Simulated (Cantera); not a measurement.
A closed system holds: 1 mol MgO, 0.18 mol H2, at 1598.15 K and 0.00610 bar.

Cantera equilibrium calculation (NASA polynomials, part measured and part estimated; ideal gas, pure solids and liquids). Candidate condensed phases: H2O, Mg, MgO, Mg(OH)2; 15 gas species. The numbers say what is thermodynamically allowed, not how fast it happens.

Base state: H2 0.997, H2O 0.00133, Mg 0.00133, H 0.000681 (mole fractions); condensed: MgO(s).

What changes in the equilibrium state with this change: temperature from 1598.15 K to 2623.15 K?


```csv
species,before,after
Mg,0.00133,0.528
O2,<1e-9,0.159
O,<1e-9,0.132
H2,0.997,0.0121
MgO,<1e-9,0.0279
OH,3.55e-8,0.0418
H,0.000681,0.0595
H2O,0.00133,0.0360
Mg(OH)2,<1e-9,4.66e-5
MgOH,2.24e-7,0.00371
"MgO(s), mol",1.000,0
```
The tables' values for MgH are old estimates; treat these amounts as uncertain.

What changes in the equilibrium state with this change: pressure from 0.00610 bar to 0.0830 bar?


```tsv
species	before	after
H2	0.997	0.999
H2O	0.00133	0.000362
Mg	0.00133	0.000361
H	0.000681	0.000185
MgO(s), mol	1.000	1.000
```

What changes in the equilibrium state with this change: temperature from 1598.15 K to 2225 K?


| species | before | after |
|---|---|---|
| H2 | 0.997 | 0.604 |
| Mg | 0.00133 | 0.165 |
| H2O | 0.00133 | 0.162 |
| H | 0.000681 | 0.0644 |
| O | <1e-9 | 0.000186 |
| MgO | <1e-9 | 0.000179 |
| OH | 3.55e-8 | 0.00251 |
| Mg(OH)2 | <1e-9 | 3.21e-5 |
| MgO(s), mol | 1.000 | 0.963 |
The tables' values for MgH are old estimates; treat these amounts as uncertain.
